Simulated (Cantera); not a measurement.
Charge: 1 mol BCl3, a varied amount of NH3, 160 mol H2, held at 10.0 mbar.

Points: T (K) = 1675, 1700, 1725, 1750, 1775, 1800, 1825, 1850, 1875; n(NH3) (mol) = 0.6, 0.78, 1, 1.3, 1.7, 2.3, 2.9, 3.8.

Cantera's Mixture.equilibrate('TP', solver="vcs", rtol=1e-11, max_steps=5000) on the NASA tables stopped like this:

```
ERROR: FAILURE its = 5001!

*******************************************************************************
CanteraError thrown by MultiPhase::equilibrate:
VCS solver failed. Return code: -1
*******************************************************************************
```

**Question.** What got this run through?

**Answer.** One answer among several that fit: The failure is numerical, not chemical. The same input converged with solver="gibbs", rtol=1e-10, max_steps=50000, and the result passed a check of the equilibrium conditions:
```
   1675        0.6  B(b) + BN(s)
   1675       0.78  B(b) + BN(s)
   1675          1  BN(s)
   1675        1.3  BN(s)
   1675        1.7  BN(s)
   1675        2.3  BN(s)
   1675        2.9  BN(s)
   1675        3.8  BN(s)
   1700        0.6  B(b) + BN(s)
   1700       0.78  B(b) + BN(s)
   1700          1  BN(s)
   1700        1.3  BN(s)
   1700        1.7  BN(s)
   1700        2.3  BN(s)
   1700        2.9  BN(s)
   1700        3.8  BN(s)
   1725        0.6  B(b) + BN(s)
   1725       0.78  B(b) + BN(s)
   1725          1  BN(s)
   1725        1.3  BN(s)
   1725        1.7  BN(s)
   1725        2.3  BN(s)
   1725        2.9  BN(s)
   1725        3.8  BN(s)
   1750        0.6  B(b) + BN(s)
   1750       0.78  B(b) + BN(s)
   1750          1  BN(s)
   1750        1.3  BN(s)
   1750        1.7  BN(s)
   1750        2.3  BN(s)
   1750        2.9  BN(s)
   1750        3.8  BN(s)
   1775        0.6  B(b) + BN(s)
   1775       0.78  B(b) + BN(s)
   1775          1  BN(s)
   1775        1.3  BN(s)
   1775        1.7  BN(s)
   1775        2.3  BN(s)
   1775        2.9  BN(s)
   1775        3.8  BN(s)
   1800        0.6  B(b) + BN(s)
   1800       0.78  B(b) + BN(s)
   1800          1  BN(s)
   1800        1.3  BN(s)
   1800        1.7  BN(s)
   1800        2.3  BN(s)
   1800        2.9  BN(s)
   1800        3.8  BN(s)
   1825        0.6  B(b) + BN(s)
   1825       0.78  B(b) + BN(s)
   1825          1  B(b) + BN(s)
   1825        1.3  BN(s)
   1825        1.7  BN(s)
   1825        2.3  BN(s)
   1825        2.9  BN(s)
   1825        3.8  BN(s)
   1850        0.6  B(b) + BN(s)
   1850       0.78  B(b) + BN(s)
   1850          1  B(b) + BN(s)
   1850        1.3  BN(s)
   1850        1.7  BN(s)
   1850        2.3  BN(s)
   1850        2.9  BN(s)
   1850        3.8  BN(s)
   1875        0.6  B(b) + BN(s)
   1875       0.78  B(b) + BN(s)
   1875          1  B(b) + BN(s)
   1875        1.3  BN(s)
   1875        1.7  BN(s)
   1875        2.3  BN(s)
   1875        2.9  BN(s)
   1875        3.8  BN(s)
```

The gas is ideal and each condensed phase is pure. Mutual solubility and eutectic melting of coexisting phases are not modelled. The tables' values for BCl2 are old estimates.
